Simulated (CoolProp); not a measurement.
A simple Rankine cycle with benzene: condensing at 291.15 K, boiler at 0.31 MPa, turbine inlet 399.5 K, turbine efficiency 0.9, pump efficiency 0.7, no recuperator. Each further row changes one setting.

Computed with CoolProp (reference Helmholtz-energy equation of state, Thol 2012).

```
case                             thermal efficiency (%)  net work (kJ/kg)  heat in (kJ/kg)  turbine exit temperature (K)  volume ratio over the turbine
-------------------------------  ----------------------  ----------------  ---------------  ----------------------------  -----------------------------
as stated                                           ___               113              562                         301.8                           27.6
turbine inlet 419.5 K                              20.2               120              593                         323.1                           27.8
condensing temperature 283.15 K                    21.5               124              ___                         291.1                           39.9
boiler pressure 0.217 MPa                          18.4               104              ___                         312.9                           19.5
turbine efficiency 0.8                              ___               100              562                         313.4                            ___
```

Fill in the missing entries.


- as stated, thermal efficiency (%): 20.0
- condensing temperature 283.15 K, heat in (kJ/kg): 576
- boiler pressure 0.217 MPa, heat in (kJ/kg): 566
- turbine efficiency 0.8, thermal efficiency (%): 17.8
- turbine efficiency 0.8, volume ratio over the turbine: 28.6
